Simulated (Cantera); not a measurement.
A closed system holds: 1 mol CH3F, 1 mol HCl, equilibrated at 1975 °C and 3.30 mbar.

Equilibrium computed with Cantera from the NASA thermochemical tables; the gas is ideal and each condensed phase is pure. Candidate condensed phases: C, C6H6, C7H8, C8H18; 118 gas species. Kinetics and transport are ignored.

Problem. What is the equilibrium state?

Solution. 
```
Quantity                Result
-------------------  ---------
x(HF)                    0.314
x(H2)                    0.301
x(HCl)                   0.269
x(H)                    0.0702
x(Cl)                   0.0454
x(C2H2 (acetylene))   0.000997
x(F)                   7.39e-5
x(C2H)                 9.19e-6
x(C2HCl)               6.48e-6
n(C(graphite))       0.994 mol
gas amount           3.184 mol
```
